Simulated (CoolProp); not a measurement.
Dimethyl carbonate at 418.2 K and 2.47 MPa is throttled through a valve to 1.01 MPa with no heat exchange. Each further row changes one setting.

Model: reference Helmholtz-energy equation of state, Zhou 2011, in CoolProp.

```json
[
 {"case": "as stated", "temperature change (K)": "+0.2", "final phase": "liquid", "final density (kg/m³)": "[?]"},
 {"case": "outlet pressure 0.303 MPa", "temperature change (K)": "[?]", "final phase": "[?]", "final density (kg/m³)": "80.9"},
 {"case": "outlet pressure 1.31 MPa", "temperature change (K)": "+0.2", "final phase": "liquid", "final density (kg/m³)": "893"}
]
```

Q: Some entries are withheld; supply them.

A: 
- as stated, final density (kg/m³): 892
- outlet pressure 0.303 MPa, temperature change (K): -16.2
- outlet pressure 0.303 MPa, final phase: two-phase, vapour fraction 0.099
